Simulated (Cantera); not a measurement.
Feed: 1 mol Si, 1.1 mol Cl2, 2.4 mol H2, 5.8 mol HCl, at 1525 K and 6.50 bar.

Method: chemical equilibrium by Gibbs-energy minimisation in Cantera with the NASA 1993 tables (ideal gas, pure condensed phases). Candidate condensed phases: Si; 19 gas species. The tables' values for SiCl3 are old estimates; treat these amounts as uncertain. Equilibrium is a limit: real reactors are often held back by kinetics, nucleation or transport.

Base state: HCl 0.499, H2 0.381, SiCl4 0.101, SiHCl3 0.00873, SiCl3 0.00778, SiCl2 0.00177, SiH2Cl2 0.000121 (mole fractions); condensed: gas only.

What changes in the equilibrium state with this change: temperature from 1525 K to 700 K?


```
species    before    after
-------  --------  -------
HCl         0.499    0.482
H2          0.381    0.398
SiCl4       0.101    0.120
SiCl3     0.00778    <1e-9
SiCl2     0.00177    <1e-9
SiH2Cl2  0.000121    <1e-9
SiHCl3    0.00873  2.03e-5
```

What changes in the equilibrium state with this change: temperature from 1525 K to 648 K?


| species | before | after |
|---|---|---|
| HCl | 0.499 | 0.482 |
| H2 | 0.381 | 0.398 |
| SiCl4 | 0.101 | 0.120 |
| SiCl3 | 0.00778 | <1e-9 |
| SiCl2 | 0.00177 | <1e-9 |
| SiH2Cl2 | 0.000121 | <1e-9 |
| SiHCl3 | 0.00873 | 7.76e-6 |
